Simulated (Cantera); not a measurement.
Charge: 1 mol TEOS, 0.75 mol N2O, 2.5 mol H2, held at 3.20 mbar.

Equilibrium computed with Cantera from the NASA thermochemical tables; the gas is ideal and each condensed phase is pure. Candidate condensed phases: C, C6H6, C7H8, C8H18, H2O, Si, SiC, SiO2, Si2N2O, Si3N4; 151 gas species. The feed counts by its element totals alone. Kinetics and transport are ignored. All values below are at 1773 K.

Base state: H2 0.690, CO 0.262, N2 0.0411, H 0.00418, SiO 0.00135, HCN 0.000905, C2H2 (acetylene) 9.66e-5, HNC 3.23e-5 (mole fractions); condensed: C(graphite) + SiC(s).

Q: What changes in the equilibrium state with this change: pressure from 3.20 mbar to 0.133 bar?

A: 
```json
[
 {"species": "H2", "before": "0.690", "after": "0.693"},
 {"species": "CO", "before": "0.262", "after": "0.262"},
 {"species": "N2", "before": "0.0411", "after": "0.0412"},
 {"species": "H", "before": "0.00418", "after": "0.000649"},
 {"species": "SiO", "before": "0.00135", "after": "0.00135"},
 {"species": "CH4", "before": "1.29e-6", "after": "5.40e-5"},
 {"species": "Si", "before": "1.41e-5", "after": "3.39e-7"},
 {"species": "C(graphite), mol", "before": "2.28", "after": "2.28"},
 {"species": "SiC(s), mol", "before": "0.975", "after": "0.976"}
]
```
